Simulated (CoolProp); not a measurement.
Saturation properties of hydrogen chloride.

The numbers come from the reference Helmholtz-energy equation of state, Thol 2018 in CoolProp.

```csv
T (K),p (MPa),liquid density (kg/m³),vapour density (kg/m³),liquid cp (kJ/(kg K))
191.4,0.1213,1177,2.875,1.661
195.3,0.1494,1167,3.489,1.665
199.3,0.1833,1157,4.220,1.668
203.2,0.2219,1147,…,1.673
207.1,0.2665,…,5.982,1.679
211,0.3177,…,7.052,1.685
215,0.3778,1116,8.298,…
218.9,0.4444,1105,9.670,1.702
222.8,0.5195,1094,11.21,1.711
226.7,0.6040,1083,12.94,1.723
230.7,0.7009,1071,14.92,1.735
234.6,0.8063,1060,…,1.749
238.5,0.9231,1048,19.47,1.765
242.4,…,…,22.12,1.783
246.4,1.198,1023,25.14,1.803
```

**Question.** What belongs in the gaps?

**Answer.** 
- 203.2, vapour density (kg/m³): 5.041
- 207.1, liquid density (kg/m³): 1137
- 211, liquid density (kg/m³): 1126
- 215, liquid cp (kJ/(kg K)): 1.693
- 234.6, vapour density (kg/m³): 17.07
- 242.4, p (MPa): 1.052
- 242.4, liquid density (kg/m³): 1036

It boils at 188.2 K under 1 atm.
